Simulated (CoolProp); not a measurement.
Vapour-liquid equilibrium of CH2F2 (R32) (1) + R152A (2) at 0.259 bar; x and y are mole fractions of (1).

Model: multi-fluid Helmholtz-energy mixture model, Tillner-Roth 1997 and Outcalt 1996; pair parameters Bell 2016, in CoolProp.

```tsv
x	bubble temperature, mixture model (K)	bubble temperature, Raoult's law (K)	y, mixture model	y, Raoult's law
0.05	219.5	219.7	0.186	0.178
0.125	216.1	216.5	0.386	0.376
0.2	213.3	213.8	0.527	0.519
0.275	210.9	211.4	0.630	0.625
0.35	208.9	209.3	0.708	0.706
0.425	207.1	207.5	0.769	0.770
0.5	205.5	205.9	0.818	0.822
0.575	204.1	204.4	0.859	0.863
0.65	202.8	203.0	0.893	0.898
0.725	201.6	201.8	0.921	0.926
0.8	200.5	200.6	0.946	0.951
0.875	199.5	199.6	0.968	0.972
0.95	198.6	198.6	0.988	0.989
```

The largest gap from Raoult's law is -0.5 K in bubble temperature, at x = 0.275. No azeotrope shows between x = 0.05 and 0.95.

Pair parameters are fitted to limited data, so mixtures are less certain than the pure fluids.
